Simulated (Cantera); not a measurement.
An adiabatic, constant-pressure homogeneous reactor starts with H₂ : O₂ : N₂ = 1 : 0.25 : 2.75 (molar parts), equivalence ratio 2.0, at 1823 K and 1950 Torr.

Cantera simulation using the H2/O2 subset of GRI-Mech 3.0, which has no nitrogen chemistry; the numbers are that mechanism's predictions, not measurements. The hydrogen kinetics of GRI-Mech 3.0 are dated; newer H2 mechanisms differ, most at raised pressure.

x: mole fraction; the columns are a selection and need not sum to one.

```json
[
 {"t (s)": "3.00e-6", "T (K)": "1828", "x H₂": "0.240", "x O₂": "0.0587", "x H₂O": "0.00646", "x H₂O₂": "(withheld)", "x HO₂": "2.67e-5", "x OH": "0.000566"},
 {"t (s)": "1.01e-5", "T (K)": "2126", "x H₂": "0.106", "x O₂": "0.00184", "x H₂O": "0.111", "x H₂O₂": "(withheld)", "x HO₂": "1.64e-6", "x OH": "0.00887"},
 {"t (s)": "3.37e-5", "T (K)": "2396", "x H₂": "0.118", "x O₂": "0.000613", "x H₂O": "0.121", "x H₂O₂": "(withheld)", "x HO₂": "5.93e-7", "x OH": "0.00684"},
 {"t (s)": "0.000113", "T (K)": "2562", "x H₂": "0.126", "x O₂": "0.000135", "x H₂O": "0.128", "x H₂O₂": "(withheld)", "x HO₂": "1.57e-7", "x OH": "0.00374"},
 {"t (s)": "0.000378", "T (K)": "2617", "x H₂": "0.129", "x O₂": "4.64e-5", "x H₂O": "0.130", "x H₂O₂": "1.32e-8", "x HO₂": "5.21e-8", "x OH": "0.00231"},
 {"t (s)": "0.00127", "T (K)": "2621", "x H₂": "0.129", "x O₂": "4.27e-5", "x H₂O": "0.130", "x H₂O₂": "1.24e-8", "x HO₂": "4.75e-8", "x OH": "0.00223"},
 {"t (s)": "0.00424", "T (K)": "2621", "x H₂": "0.129", "x O₂": "4.27e-5", "x H₂O": "0.130", "x H₂O₂": "1.24e-8", "x HO₂": "4.75e-8", "x OH": "0.00223"},
 {"t (s)": "0.0142", "T (K)": "2621", "x H₂": "0.129", "x O₂": "4.27e-5", "x H₂O": "0.130", "x H₂O₂": "1.24e-8", "x HO₂": "4.75e-8", "x OH": "0.00223"},
 {"t (s)": "0.0476", "T (K)": "2621", "x H₂": "0.129", "x O₂": "4.27e-5", "x H₂O": "0.130", "x H₂O₂": "1.24e-8", "x HO₂": "4.75e-8", "x OH": "0.00223"},
 {"t (s)": "0.160", "T (K)": "2621", "x H₂": "0.129", "x O₂": "4.27e-5", "x H₂O": "0.130", "x H₂O₂": "1.24e-8", "x HO₂": "4.75e-8", "x OH": "0.00223"},
 {"t (s)": "0.535", "T (K)": "2621", "x H₂": "0.129", "x O₂": "4.27e-5", "x H₂O": "0.130", "x H₂O₂": "1.24e-8", "x HO₂": "4.75e-8", "x OH": "0.00223"},
 {"t (s)": "1.79", "T (K)": "2621", "x H₂": "0.129", "x O₂": "4.27e-5", "x H₂O": "0.130", "x H₂O₂": "1.24e-8", "x HO₂": "4.75e-8", "x OH": "0.00223"},
 {"t (s)": "6.00", "T (K)": "2621", "x H₂": "0.129", "x O₂": "4.27e-5", "x H₂O": "0.130", "x H₂O₂": "1.24e-8", "x HO₂": "4.75e-8", "x OH": "0.00223"}
]
```

Problem. Complete the blanks.

Solution. 
- 3.00e-6, x H₂O₂: 4.80e-7
- 1.01e-5, x H₂O₂: 2.31e-7
- 3.37e-5, x H₂O₂: 7.79e-8
- 0.000113, x H₂O₂: 2.87e-8
